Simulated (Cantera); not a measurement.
Charge: 1 mol SiH4, 3.4 mol N2, held at 1075 K and 0.133 bar.

These are equilibrium values from Cantera (NASA tables, ideal gas, pure condensed phases), not measurements of a reactor. Candidate condensed phases: Si, Si3N4; 18 gas species. N2 is the only nitrogen source here; it is nearly inert below about 1500 K, so the nitride shown seldom forms there in practice. Rates play no part.

Base state: N2 0.577, H2 0.423, NH3 1.02e-5 (mole fractions); condensed: Si3N4(s).

Question: What changes in the equilibrium state with this change: temperature from 1075 K to 1948 K?

Answer: 
```csv
species,before,after
N2,0.577,0.612
H2,0.423,0.386
H,2.61e-8,0.00192
Si,<1e-9,0.000174
SiH,<1e-9,3.04e-5
SiH2,<1e-9,3.03e-5
Si2N,<1e-9,2.03e-5
"Si3N4(s), mol",0.333,0.121
"Si(l), mol",0,0.637
```
Mutual solubility and eutectic melting of coexisting phases are not modelled. The tables' values for SiN are old estimates; treat these amounts as uncertain. Gases not in the tables: Si2H6 and higher silanes.

Question: What changes in the equilibrium state with this change: SiH4 replaced by SiH2Cl2?

Answer: 
```json
[
 {"species": "N2", "before": "0.577", "after": "0.620"},
 {"species": "HCl", "before": "0", "after": "0.233"},
 {"species": "H2", "before": "0.423", "after": "0.0982"},
 {"species": "SiCl4", "before": "0", "after": "0.0489"},
 {"species": "SiHCl3", "before": "0", "after": "0.000256"},
 {"species": "SiCl3", "before": "0", "after": "9.54e-5"},
 {"species": "NH3", "before": "1.02e-5", "after": "1.18e-6"},
 {"species": "Si3N4(s), mol", "before": "0.333", "after": "0.257"}
]
```
The tables' values for SiCl3 are old estimates; treat these amounts as uncertain. Further candidate phases: NH4Cl.
